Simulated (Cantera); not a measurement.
**Al + N2 + H2 (aluminium nitride and oxide growth)**

Feed: 1 mol Al, 2.2 mol N2, 1.2 mol H2, equilibrated at 2123 K.

Cantera equilibrium calculation (NASA polynomials, part measured and part estimated; ideal gas, pure solids and liquids). Candidate condensed phases: Al, AlN; 13 gas species. Equilibrium is a limit: real reactors are often held back by kinetics, nucleation or transport.

From 10.0 Pa to 520 Pa nothing is condensed. From 1900 Pa to 100000 Pa the condensed part is AlN(s). The main Al-bearing gas is Al throughout.

```csv
P (Pa),log p N2,log p H2,log p Al,log p H,log p AlH,log p Al2,n AlN(s)
10,-4.34,-4.75,-4.68,-4.82,-7.72,-10.13,0
37,-3.75,-4.09,-4.10,-4.49,-6.81,-8.97,0
140,-3.17,-3.47,-3.51,-4.18,-5.91,-7.80,0
520,-2.59,-2.88,-2.94,-3.88,-5.04,-6.65,0
1900,-1.98,-2.19,-2.74,-3.54,-4.50,-6.26,0.668
7200,-1.38,-1.54,-3.04,-3.22,-4.48,-6.87,0.961
27000,-0.80,-0.96,-3.33,-2.92,-4.48,-7.44,0.995
100000,-0.23,-0.39,-3.62,-2.64,-4.47,-8.01,0.999
```
log p: log10 of the partial pressure in bar; n: condensed amount in mol.
